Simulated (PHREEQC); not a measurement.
1 kg of water holding 130 mmol/kgw NaCl meets 20 L of dry gas (CO2 0.37, CH4 0.11, H2S 0.52 by moles) at fixed total pressure, at 60 °C; fugacities by Peng-Robinson. The gases take part in no redox reaction, some water evaporates into the gas, and hydrates or a liquid gas phase aren't modelled. No solid was allowed to form.

Model: ion-association model, phreeqc.dat, run in PHREEQC.

Question: Predict dissolved CO2 (all carbonate carbon) (mol/kgw) at P (atm) = 1, 5, 15.

Answer: 
```
P (atm)  dissolved CO2 (all carbonate carbon) (mol/kgw)
-------  ----------------------------------------------
1                                               0.00484
5                                                0.0283
15                                               0.0828
```

Complexes and solids missing from the database can't appear. Away from 25 °C the constants follow the database's enthalpies or fits; those with neither stay at their 25 °C values.
